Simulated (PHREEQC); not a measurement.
Solution (90 °C): 0.13 mol/kgw CsOH, 0.00012 mol/kgw NaAlO2 and 0.00052 mol/kgw Na2CO3. Closed to the air; pH follows from the charge balance.

The numbers come from PHREEQC with the ion-association model, wateq4f.dat.

The ionic strength comes out as 0.132 mol/kgw. What activity coefficients do NaCO3-, Cs+, Al(OH)4-, CO3-2, OH- get?

NaCO3- 0.75, Cs+ 0.74, Al(OH)4- 0.73, CO3-2 0.31, OH- 0.71.

Precipitation was switched off in this run. Constants without temperature data keep their 25 °C values here.
